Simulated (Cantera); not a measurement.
What does this Cantera script print?

```python
import numpy as np
import cantera as ct

gas = ct.Solution("gri30.yaml")


def delay(T, t_max=10):
    gas.TPX = T, 1900000, {'CH4': 1, 'H2': 0.092, 'O2': 4.87, 'N2': 18.3}
    reactor = ct.IdealGasReactor(gas, clone=False)
    net = ct.ReactorNet([reactor])
    net.rtol, net.atol = 1e-8, 1e-16
    while net.time < t_max:
        t_old, T_old = net.time, reactor.T
        net.step()
        if reactor.T > T + 400:  # ignition: a rise of 400 K
            return t_old + (T + 400 - T_old) / (reactor.T - T_old) * (net.time - t_old)
    return np.nan


taus = []
for T in [900, 975, 1050, 1125, 1200, 1275, 1350, 1425]:
    taus.append(delay(T))
    print(f"T0 = {T:6g} K   tau = {taus[-1]:.4e} s")
```

It prints:

```
T0 =    900 K   tau = 1.7012e-01 s
T0 =    975 K   tau = 2.9610e-02 s
T0 =   1050 K   tau = 7.0888e-03 s
T0 =   1125 K   tau = 2.1935e-03 s
T0 =   1200 K   tau = 8.4123e-04 s
T0 =   1275 K   tau = 3.7694e-04 s
T0 =   1350 K   tau = 1.8589e-04 s
T0 =   1425 K   tau = 9.7333e-05 s
```

Computed with Cantera and GRI-Mech 3.0 (53 species, 325 reactions). The pressure lies above the range GRI-Mech 3.0 was tuned for (to about 10 atm). Below about 1000 K GRI-Mech 3.0 lacks low-temperature oxidation paths. Below about 950 K walls govern HO2 and H2O2 in real vessels.
